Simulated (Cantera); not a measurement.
Mixture: CH4 : C2H6 : C3H8 : O2 : N2 = 1 : 0.14 : 0.17 : 1.96 : 13.6 (molar parts), equivalence ratio 1.7, at 18000 Torr, adiabatic and at constant pressure. Ignition delay is the time to a rise of 400 K.

Detailed kinetics in Cantera: GRI-Mech 3.0 (53 species, 325 reactions). GRI-Mech 3.0 was tuned for natural gas; its chemistry of propane as a main component is partial and can be far from experiment. The pressure lies above the range GRI-Mech 3.0 was tuned for (to about 10 atm).

Question: What does this change do: pressure from 18000 Torr to 760 Torr?

Answer: 
| quantity | before | after |
|---|---|---|
| delay at 1275 K | 0.262 ms | 2.65 ms |
| delay at 1350 K | 0.120 ms | 1.03 ms |
| delay at 1425 K | 57.7 µs | 0.459 ms |
| delay at 1500 K | 29.2 µs | 0.230 ms |
| delay at 1575 K | 15.8 µs | 0.129 ms |
| delay at 1650 K | 9.15 µs | 78.6 µs |
| apparent activation energy between 1500 and 1650 K | 160 kJ/mol | 150 kJ/mol |
